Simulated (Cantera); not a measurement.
Charge: 1 mol PbO, 0.57 mol H₂, 2.4 mol N₂, equilibrated at 1000 Pa.

Equilibrium computed with Cantera from the NASA thermochemical tables; the gas is ideal and each condensed phase is pure. Candidate condensed phases: H₂O, Pb, PbO, PbO₂, Pb₃O₄; 27 gas species. Kinetics and transport are ignored. All values below are at 998 K.

Base state: N₂ 0.807, H₂O 0.192, Pb 0.00155, PbO 2.85e-5, H₂ 2.80e-5 (mole fractions); condensed: Pb(l) + PbO(yellow).

**Question.** What changes in the equilibrium state with this change: H₂ from 0.57 to 0.21 mol?

**Answer.** 
```csv
species,before,after
N₂,0.807,0.918
H₂O,0.192,0.0803
Pb,0.00155,0.00155
H₂,2.80e-5,1.17e-5
PbO,2.85e-5,2.85e-5
"Pb(l), mol",0.565,0.206
"PbO(yellow), mol",0.430,0.790
```
